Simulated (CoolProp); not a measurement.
Vapour-liquid equilibrium of R134a (1) + R227EA (2) at 192.5 K; x and y are mole fractions of (1).

The numbers come from the multi-fluid Helmholtz-energy mixture model, Tillner-Roth 1994 and Lemmon 2016; pair parameters Bell 2016 in CoolProp.

```tsv
x	bubble pressure, mixture model (MPa)	bubble pressure, Raoult's law (MPa)	y, mixture model	y, Raoult's law
0.05	0.002079	0.002028	0.108	0.086
0.125	0.002257	0.002143	0.240	0.203
0.2	0.002419	0.002257	0.348	0.308
0.275	0.002567	0.002372	0.438	0.403
0.35	0.002702	0.002486	0.515	0.490
0.425	0.002826	0.002601	0.583	0.569
0.5	0.002939	0.002716	0.644	0.641
0.575	0.003042	0.002830	0.700	0.707
0.65	0.003137	0.002945	0.753	0.768
0.725	0.003224	0.003059	0.804	0.825
0.8	0.003303	0.003174	0.855	0.877
0.875	0.003376	0.003288	0.907	0.926
0.95	0.003441	0.003403	0.962	0.971
```

The largest gap from Raoult's law is +8.7 % in bubble pressure, at x = 0.35. No azeotrope shows between x = 0.05 and 0.95.

The pair parameters rest on a limited set of measurements; away from them the model extrapolates.
